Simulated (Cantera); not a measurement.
An adiabatic, constant-volume homogeneous reactor starts with C3H8 : O2 : N2 = 1 : 7.58 : 28.5 (molar parts), at 1150 K and 0.415 atm. Integrator tolerance rtol = 1e-08.

Detailed kinetics in Cantera: GRI-Mech 3.0 (53 species, 325 reactions). GRI-Mech 3.0 was tuned for natural gas; its chemistry of propane as a main component is partial and can be far from experiment.

```json
[
 {"quantity": "time of steepest temperature rise", "before": "24.3 ms", "after": "40.1 µs"},
 {"quantity": "temperature at 3.00 s", "before": "2580 K", "after": "2754 K"},
 {"quantity": "equilibrium temperature", "before": "2580 K", "after": "2754 K"},
 {"quantity": "x(C3H8) at 3.00 s", "before": "<1e-12 (gas-phase equilibrium <1e-12)", "after": "<1e-12 (gas-phase equilibrium <1e-12)"},
 {"quantity": "x(O2) at 3.00 s", "before": "0.0629 (gas-phase equilibrium 0.0629)", "after": "0.0634 (gas-phase equilibrium 0.0634)"},
 {"quantity": "x(C2H2) at 3.00 s", "before": "<1e-12 (gas-phase equilibrium <1e-12)", "after": "<1e-12 (gas-phase equilibrium <1e-12)"},
 {"quantity": "x(CO2) at 3.00 s", "before": "0.0633 (gas-phase equilibrium 0.0633)", "after": "0.0481 (gas-phase equilibrium 0.0481)"},
 {"quantity": "x(H2O) at 3.00 s", "before": "0.0925 (gas-phase equilibrium 0.0925)", "after": "0.0805 (gas-phase equilibrium 0.0805)"},
 {"quantity": "x(H2O2) at 3.00 s", "before": "1.92e-7 (gas-phase equilibrium 1.92e-7)", "after": "2.01e-7 (gas-phase equilibrium 2.01e-7)"}
]
```

### Question
What was changed between the two runs?
A) pressure from 0.415 atm to 19.7 atm
B) N2 28.5 to 67 parts
C) constant pressure in place of constant volume
D) initial temperature 1150 to 1675 K

### Answer
D, initial temperature 1150 to 1675 K
